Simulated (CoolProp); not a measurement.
The numbers come from the reference Helmholtz-energy equation of state, Schmidt 1985 in CoolProp. Above 300 K oxygen's equation is extrapolated.

### Question
For oxygen, give the phase and the viscosity (µPa s), conductivity (mW/(m K)), fugacity coefficient at 532.65 °C and 15.8 MPa; -136.25 °C and 2.76 MPa.

### Answer
- 532.65 °C and 15.8 MPa: supercritical; viscosity 44.3, conductivity 62.9, fugacity coefficient 1.05
- -136.25 °C and 2.76 MPa: liquid; viscosity 66.3, conductivity 83.4, fugacity coefficient 0.686

Viscosity comes from a separate model (Lemmon 2004). Thermal conductivity comes from a separate model (Lemmon 2004).
